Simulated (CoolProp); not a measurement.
Properties of cis-2-butene along the isotherm 193.55 °C (Tc = 162.6 °C, pc = 42.36 bar, ω = 0.202).

Computed with CoolProp (reference Helmholtz-energy equation of state, Lemmon 2005). It is a short technical equation, of lower accuracy than the large ones.

```
p (bar)          phase  cp (kJ/(kg K))  isothermal compressibility (1/MPa)
-------  -------------  --------------  ----------------------------------
23.5               gas             [?]                              0.5252
47.1     supercritical           3.328                              0.4132
70.6     supercritical             [?]                                 [?]
94.1     supercritical             [?]                             0.05039
118      supercritical           3.206                             0.02709
141      supercritical           3.044                             0.01866
165      supercritical           2.943                                 [?]
188      supercritical             [?]                             0.01139
212      supercritical           2.827                            0.009501
```

Complete the blanks.


- 23.5, cp (kJ/(kg K)): 2.339
- 70.6, cp (kJ/(kg K)): 4.987
- 70.6, isothermal compressibility (1/MPa): 0.1994
- 94.1, cp (kJ/(kg K)): 3.568
- 165, isothermal compressibility (1/MPa): 0.01407
- 188, cp (kJ/(kg K)): 2.877

The peak of cp marks the crossing from liquid-like to gas-like fluid above the critical point.
